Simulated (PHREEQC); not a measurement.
**Geothermal or formation water: an equilibrium model**

A made-up water analysis in mmol/kgw, 55 °C, pH 7.26: Na 372; K 158; Ca 1.1; Mg 17.9; Cl 526; S(6) 14.1; Alkalinity (meq/kgw) 0.0194; B 0.145; Mn(2) 0.0793; Fe(2) 0.176.

Valence states are taken as typed.

Model: ion-association model, phreeqc.dat, run in PHREEQC.

No solid was allowed to form.

Question: Predict the activity of water, charge-balance error, specific conductance.

Answer: activity of water 0.982; charge-balance error 1.3 %; specific conductance 87100 µS/cm.

Question: In which forms is C present?

Answer: HCO3- 80 %, NaHCO3 5.9 %, MgHCO3+ 5.3 %, CO2 5.1 %, NaCO3- 1.8 % of the C.

Away from 25 °C the constants follow the database's enthalpies or fits; those with neither stay at their 25 °C values.
